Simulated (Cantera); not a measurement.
Input (Python, Cantera) and output of one run.

```python
import numpy as np
import cantera as ct

gas_names = """
    N NO NO2 NO3 N2 N2O O O2 O3 Si SiN SiO SiO2 Si2 Si2N Si3
""".split()
cond_names = """
    Si(cr) Si(L) SiO2(Lqz) SiO2(hqz) SiO2(L) Si2N2O(s) Si3N4(a)
""".split()


# ... load() reads the species with a 1 bar reference pressure and builds the phases ...
atoms = {
    'Si3N4': {'Si': 3, 'N': 4},
    'N2O': {'N': 2, 'O': 1},
    'N2': {'N': 2},
}
top_T = {'Si2N2O(s)': 2100, 'Si3N4(a)': 2400}  # K; cautious upper limits of use, not melting points


# ... equilibrate(T, P, feed) seeds the gas with the atoms and calls Mixture.equilibrate('TP', solver="vcs", rtol=1e-11, max_steps=5000) ...
results = []
feed = {'Si3N4': 1, 'N2O': 0.13, 'N2': 430}  # mol
T = 900  # K
P = 0.46  # Pa
mix = equilibrate(T, P, feed)
results.append((T, P, feed, dict(zip(mix.species_names, mix.species_moles))))
x = sorted(zip(gas.X, gas.species_names), reverse=True)
print(f"T = {T:g} K  P = {P:g} Pa  gas = {mix.phase_moles(0):.4g} mol")
print("   x: " + "  ".join(f"{s} {v:.3e}" for v, s in x if v > 1e-06))
print("   condensed (mol): " + ("  ".join(f"{mix.phase(i).name} {mix.phase_moles(i):.4g}"
      for i in range(1, mix.n_phases) if mix.phase_moles(i) > 1e-12) or "none"))
```

It prints:

```
T = 900 K  P = 0.46 Pa  gas = 430.2 mol
   x: N2 1.000e+00
   condensed (mol): Si2N2O(s) 0.13  Si3N4(a) 0.9133
```

Method: chemical equilibrium by Gibbs-energy minimisation in Cantera with the NASA 1993 tables (ideal gas, pure condensed phases).
